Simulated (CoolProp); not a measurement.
The fluid at 701.07 K and 8.81 MPa is throttled through a valve to 5.49 MPa with no heat exchange. The same conditions are run with several fluids, on thermodynamics alone (safety and materials aside).

Values from CoolProp's reference Helmholtz-energy equation of state of each fluid (carbon dioxide: Span 1996; nitrogen: Span 2000; normal hydrogen: Leachman 2009; dry air: Lemmon 2000; oxygen: Schmidt 1985). Blends and air are pseudo-pure fits.

| fluid | temperature change (K) | final phase | final density (kg/m³) |
|---|---|---|---|
| carbon dioxide | -4.0 | gas | 41.7 |
| nitrogen | … | supercritical | 25.7 |
| normal hydrogen | … | supercritical | 1.86 |
| dry air | +0.7 | supercritical | 26.7 |
| oxygen | … | supercritical | … |

Q: What belongs in the gaps?

A: 
- nitrogen, temperature change (K): +1.0
- normal hydrogen, temperature change (K): +1.9
- oxygen, temperature change (K): -0.2
- oxygen, final density (kg/m³): 29.7

Above 300 K oxygen's equation is extrapolated.
